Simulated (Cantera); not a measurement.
Input: 1 mol SiH₄, a varied amount of NH₃, equilibrated at 627 °C and 0.100 bar.

Cantera equilibrium calculation (NASA polynomials, part measured and part estimated; ideal gas, pure solids and liquids). Candidate condensed phases: Si, Si₃N₄; 18 gas species. The numbers say what is thermodynamically allowed, not how fast it happens.

x: gas mole fraction; n: condensed amount in mol.

```tsv
n(NH₃) (mol)	x H₂	x N₂	x NH₃	x SiH₄	n Si(s)	n Si₃N₄(s)
0.13	1.00	1.11e-12	1.28e-10	3.02e-8	0.902	0.0325
0.18	1.00	1.11e-12	1.28e-10	3.02e-8	0.865	[?]
0.25	1.00	1.11e-12	1.28e-10	3.02e-8	0.812	0.0625
0.34	1.00	1.11e-12	1.28e-10	3.02e-8	[?]	[?]
0.47	1.00	1.11e-12	1.28e-10	3.02e-8	0.647	0.117
0.65	1.00	1.11e-12	1.28e-10	3.02e-8	0.512	0.163
0.9	1.00	1.11e-12	1.28e-10	3.02e-8	0.325	0.225
1.2	1.00	1.11e-12	1.28e-10	3.02e-8	0.1000	0.300
1.7	0.961	0.0387	2.25e-5	<1e-12	0	0.333
2.4	0.913	0.0869	3.12e-5	<1e-12	0	0.333
3.3	0.876	0.124	3.50e-5	<1e-12	0	0.333
4.5	0.847	0.153	3.69e-5	<1e-12	0	0.333
6.2	0.823	0.177	3.81e-5	<1e-12	0	0.333
```

### Question
Some entries are withheld; supply them.

### Answer

- 0.18, n Si₃N₄(s): 0.0450
- 0.34, n Si(s): 0.745
- 0.34, n Si₃N₄(s): 0.0850
